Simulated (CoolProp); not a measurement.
Values from CoolProp's reference Helmholtz-energy equation of state, Bücker 2006.

Problem. For ethane, give the phase and the cp (kJ/(kg K)), viscosity (µPa s), Prandtl number, fugacity coefficient at 308.4 K and 3.05 MPa; 308.4 K and 7.61 MPa; 308.4 K and 9.14 MPa.

Solution. 
- 308.4 K and 3.05 MPa: gas; cp 2.53, viscosity 10.9, Prandtl number 1.03, fugacity coefficient 0.800
- 308.4 K and 7.61 MPa: supercritical; cp 4.39, viscosity 41.7, Prandtl number 2.45, fugacity coefficient 0.489
- 308.4 K and 9.14 MPa: supercritical; cp 3.83, viscosity 45.7, Prandtl number 2.22, fugacity coefficient 0.429

Viscosity comes from a separate model (Friend 1991). Thermal conductivity comes from a separate model (Friend 1991).
